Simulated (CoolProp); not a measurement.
A closed Brayton cycle with carbon dioxide: compressor inlet 330.15 K and 8.2 MPa, high pressure 21.3 MPa, turbine inlet 995 K, compressor efficiency 0.85, turbine efficiency 0.9, recuperator effectiveness 0.9 (on enthalpy, no pinch check). Each further row changes one setting.

Computed with CoolProp (reference Helmholtz-energy equation of state, Span 1996).

```
case                           thermal efficiency (%)  net work (kJ/kg)  compressor to turbine work  compressor exit (K)  turbine exit (K)
-----------------------------  ----------------------  ----------------  --------------------------  -------------------  ----------------
as stated                                  (withheld)               102                        0.34                413.6             866.3
turbine inlet 945 K                              35.8        (withheld)                  (withheld)                413.6             820.7
compressor inlet 340.15 K                        36.2              96.2                  (withheld)                428.2             866.3
high pressure 18.1 MPa                           35.3        (withheld)                        0.32           (withheld)             887.5
recuperator effectiveness 0.5                    20.9               102                        0.34                413.6             866.3
```

**Question.** Complete the blanks.

**Answer.** 
- as stated, thermal efficiency (%): 37.0
- turbine inlet 945 K, net work (kJ/kg): 93.4
- turbine inlet 945 K, compressor to turbine work: 0.36
- compressor inlet 340.15 K, compressor to turbine work: 0.37
- high pressure 18.1 MPa, net work (kJ/kg): 87.1
- high pressure 18.1 MPa, compressor exit (K): 398.9
